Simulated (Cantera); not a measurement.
# Equilibrium for thermal oxidation and active oxidation of silicon: Si + H2O + N2

Feed: 1 mol Si, 0.21 mol H2O, 980 mol N2, equilibrated at 0.100 bar.

Cantera equilibrium calculation (NASA polynomials, part measured and part estimated; ideal gas, pure solids and liquids). Candidate condensed phases: H2O, Si, SiO2, Si2N2O, Si3N4; 35 gas species. N2 is the only nitrogen source here; it is nearly inert below about 1500 K, so the nitride shown seldom forms there in practice. Mutual solubility and eutectic melting of coexisting phases are not modelled. The numbers say what is thermodynamically allowed, not how fast it happens.

| T (°C) | log p N2 | log p SiO | log p H2 | log p Si | log p H | log p SiN | log p Si2N | n Si2N2O(s) | n Si3N4(s) |
|---|---|---|---|---|---|---|---|---|---|
| 1202 | -1.00 | -7.51 | -4.67 | -10.60 | -7.22 | -10.95 | <-13 | 0.210 | 0.193 |
| 1252 | -1.00 | -6.84 | -4.67 | -9.80 | -6.96 | -10.24 | -12.12 | 0.209 | 0.194 |
| 1302 | -1.00 | -6.21 | -4.67 | -9.05 | -6.72 | -9.57 | -11.17 | 0.204 | 0.195 |
| 1352 | -1.00 | -5.63 | -4.67 | -8.35 | -6.49 | -8.95 | -10.28 | 0.187 | 0.201 |
| 1402 | -1.00 | -5.08 | -4.67 | -7.69 | -6.27 | -8.37 | -9.44 | 0.128 | 0.221 |
| 1452 | -1.00 | -4.67 | -4.68 | -7.07 | -6.07 | -7.82 | -8.65 | 0 | 0.263 |
| 1502 | -1.00 | -4.67 | -4.68 | -6.48 | -5.88 | -7.30 | -7.91 | 0 | 0.262 |
| 1552 | -1.00 | -4.67 | -4.69 | -5.93 | -5.70 | -6.81 | -7.21 | 0 | 0.259 |
| 1602 | -1.00 | -4.67 | -4.70 | -5.41 | -5.53 | -6.35 | -6.54 | 0 | 0.247 |
log p: log10 of the partial pressure in bar; n: condensed amount in mol.

From 1202 °C to 1402 °C the condensed part is Si2N2O(s) + Si3N4(s). From 1452 °C to 1602 °C the condensed part is Si3N4(s). The main Si-bearing gas is SiO throughout. The share of Si in condensed phases is highest at 1202 °C (100.0 %) and lowest at 1602 °C (74.1 %).
